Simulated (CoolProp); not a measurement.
R125 along the isobar 31.1 bar: density (kg/m³) from the reference equation and from simpler models built on Tc = 339.2 K, pc = 36.18 bar, ω = 0.305; each cubic takes its own stable root.

Values from CoolProp's reference Helmholtz-energy equation of state, Lemmon 2005.

```csv
T (K),phase,reference,van der Waals,Redlich-Kwong,Peng-Robinson
320.2,liquid,1058,634.7,836.5,994.6
334,gas,261.5,224.9,245.5,265.0
347.9,gas,199.3,192.1,199.3,204.8
361.7,gas,173.1,172.4,175.6,177.6
375.5,gas,156.2,158.2,159.4,159.9
389.4,gas,143.7,146.9,…,146.7
403.2,gas,134.0,137.7,137.3,136.4
417,gas,126.0,130.0,129.2,128.0
430.9,gas,119.2,123.2,122.3,120.8
444.7,gas,113.4,117.4,116.3,114.7
458.5,gas,108.3,112.2,111.0,109.3
472.3,gas,103.8,107.5,…,104.6
486.2,gas,99.67,103.3,102.0,100.3
500,gas,95.99,…,98.22,96.48
```

Q: What belongs in the gaps?

A: 
- 389.4, Redlich-Kwong: 147.1
- 472.3, Redlich-Kwong: 106.3
- 500, van der Waals: 99.43
